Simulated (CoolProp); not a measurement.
Vapour-liquid equilibrium of carbon dioxide (1) + R152A (2) at 282.1 K; x and y are mole fractions of (1).

Values from CoolProp's multi-fluid Helmholtz-energy mixture model, Span 1996 and Outcalt 1996; pair parameters Bell 2016.

| x | bubble pressure, mixture model (MPa) | bubble pressure, Raoult's law (MPa) | y, mixture model | y, Raoult's law |
|---|---|---|---|---|
| 0.05 | 0.5279 | 0.5613 | 0.324 | 0.391 |
| 0.15 | 0.8723 | 0.9639 | 0.607 | 0.683 |
| 0.25 | 1.224 | 1.367 | 0.734 | 0.802 |
| 0.35 | 1.583 | 1.769 | 0.806 | 0.868 |
| 0.45 | 1.948 | 2.172 | 0.855 | 0.909 |
| 0.55 | 2.325 | 2.574 | 0.890 | 0.937 |
| 0.65 | 2.717 | 2.977 | 0.918 | 0.958 |
| 0.75 | 3.133 | 3.380 | 0.942 | 0.973 |
| 0.85 | 3.587 | 3.782 | 0.965 | 0.986 |
| 0.95 | 4.098 | 4.185 | 0.988 | 0.996 |

The largest gap from Raoult's law is -10.5 % in bubble pressure, at x = 0.35. No azeotrope shows between x = 0.05 and 0.95.

The pair parameters rest on a limited set of measurements; away from them the model extrapolates.
